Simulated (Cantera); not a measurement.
## Oxide etching and cleaning by halides: SiO2 + BCl3 + O2

Feed: 1 mol SiO2, 4.5 mol BCl3, 1.1 mol O2, equilibrated at 44.0 Pa.

These are equilibrium values from Cantera (NASA tables, ideal gas, pure condensed phases), not measurements of a reactor. Candidate condensed phases: B, B2O3, Si, SiO2; 27 gas species. Mutual solubility and eutectic melting of coexisting phases are not modelled. The tables' values for BOCl are old estimates; treat these amounts as uncertain. The tables hold silica as quartz up to 1696 K and as liquid above; real silica turns to tridymite and cristobalite and melts near 1996 K. Condensed phases not in the tables: borates and borosilicate glass, alloys, solid solutions and most ternary compounds. Kinetics and transport are ignored.

```csv
T (K),x Cl2,x BCl3,x SiCl4,x B3O3Cl3,x Cl,x BOCl,n B2O3(l),n SiO2(β-quartz)
875,0.438,0.369,0.134,0.0580,0.00145,8.44e-7,0.890,0.329
900,0.435,0.380,0.118,0.0639,0.00233,2.06e-6,0.809,0.403
925,0.432,0.389,0.105,0.0696,0.00363,4.77e-6,0.735,0.469
950,0.429,0.397,0.0930,0.0750,0.00553,1.05e-5,0.667,0.526
975,0.426,0.403,0.0828,0.0802,0.00824,2.23e-5,0.606,0.577
1000,0.422,0.407,0.0739,0.0850,0.0120,4.55e-5,0.549,0.620
1025,0.417,0.410,0.0661,0.0896,0.0172,8.93e-5,0.498,0.659
1050,0.411,0.411,0.0593,0.0937,0.0242,0.000170,0.452,0.692
1075,0.404,0.411,0.0533,0.0975,0.0334,0.000312,0.409,0.721
1100,0.395,0.410,0.0481,0.101,0.0454,0.000557,0.370,0.747
1125,0.383,0.408,0.0434,0.104,0.0605,0.000967,0.333,0.769
1150,0.369,0.405,0.0392,0.106,0.0794,0.00164,0.300,0.789
```
x: gas mole fraction; n: condensed amount in mol.

From 875 K to 1150 K the condensed part is B2O3(l) + SiO2(β-quartz). The main Si-bearing gas is SiCl4 throughout. The share of Si in condensed phases is highest at 1150 K (78.9 %) and lowest at 875 K (32.9 %).
